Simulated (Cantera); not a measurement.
A Cantera script and what it prints.

```python
import numpy as np
import cantera as ct

gas_names = [...]  # 110 gases of nasa_gas.yaml made of C, H, O
cond_names = """
    C(gr) C6H6(L) C7H8(L) C8H18(L),n-octa H2O(s) H2O(L)
""".split()


# ... load() reads the species with a 1 bar reference pressure and builds the phases ...
atoms = {
    'CO': {'C': 1, 'O': 1},
    'H2': {'H': 2},
}
top_T = {'C(gr)': 4500}  # K; cautious upper limits of use, not melting points


# ... equilibrate(T, P, feed) seeds the gas with the atoms and calls Mixture.equilibrate('TP', solver="vcs", rtol=1e-11, max_steps=5000) ...
results = []
feed = {'CO': 1, 'H2': 1.5}  # mol
T = 2675  # K
for P in [10, 160, 2500, 40000, 630000, 10000000]:
    mix = equilibrate(T, P, feed)
    results.append((T, P, feed, dict(zip(mix.species_names, mix.species_moles))))

top = {s: max(r[3][s] / sum(r[3][g] for g in gas_names) for r in results) for s in gas_names}
cols = sorted((s for s in top if top[s] > 1e-06), key=lambda s: -top[s])[:9]
seen = [c for c in cond_names if any(r[3].get(c, 0) > 1e-12 for r in results)]
print("log10 of partial pressures in bar; condensed amounts in mol")
print(f"{'P/Pa':>10s}" + "".join(f"{s[:9]:>10s}" for s in cols + seen))
for T, P, feed, n in results:
    ng = sum(n[g] for g in gas_names)
    print(f"{P:10.4g}" + "".join(f"{np.log10(max(n[s] / ng * P / 1e5, 1e-99)):10.3f}" for s in cols)
          + "".join(f"{n.get(c, 0):10.4g}" for c in seen))
```

It prints:

```
log10 of partial pressures in bar; condensed amounts in mol
      P/Pa         H        H2        CO       H2O       CH4 C2H2,acet       CO2       CH3       HCO
        10    -4.139    -5.705    -4.594   -11.624   -18.811   -14.299   -11.337   -16.009   -12.682
       160    -3.067    -3.561    -3.329    -9.010   -13.728   -10.566    -9.602   -11.998   -10.345
      2500    -2.272    -1.970    -2.049    -6.978    -9.707    -7.297    -7.881    -8.773    -8.270
     4e+04    -1.615    -0.656    -0.809    -4.853    -6.653    -5.128    -5.829    -6.375    -6.373
   6.3e+05    -1.003     0.568     0.398    -2.808    -3.817    -3.129    -3.802    -4.151    -4.554
     1e+07    -0.400     1.774     1.600    -0.729    -1.076    -1.266    -1.727    -2.013    -2.749
```

These are equilibrium values from Cantera (NASA tables, ideal gas, pure condensed phases), not measurements of a reactor. The ideal-gas law is rough above about 30 bar.
